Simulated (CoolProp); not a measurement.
Vapour-liquid equilibrium of CHF3 (R23) (1) + R13 (2) at 77.8 kPa; x and y are mole fractions of (1).

Computed with CoolProp (multi-fluid Helmholtz-energy mixture model, Penoncello 2003 and Platzer 1990; pair parameters Bell 2016). This equation is an older, rougher fit; its heat capacities, sound speeds and derivatives of the liquid may be far off and weren't checked against measurements.

### Question
Give the bubble temperature and the first vapour's composition at x = 0.425, 0.65, 0.725. Is there an azeotrope?

### Answer
x = 0.425: 180.9 K, y = 0.476; x = 0.65: 181.1 K, y = 0.550; x = 0.725: 181.4 K, y = 0.585. y crosses x between x = 0.425 and 0.5: the model has an azeotrope there.

The pair parameters rest on a limited set of measurements; away from them the model extrapolates.
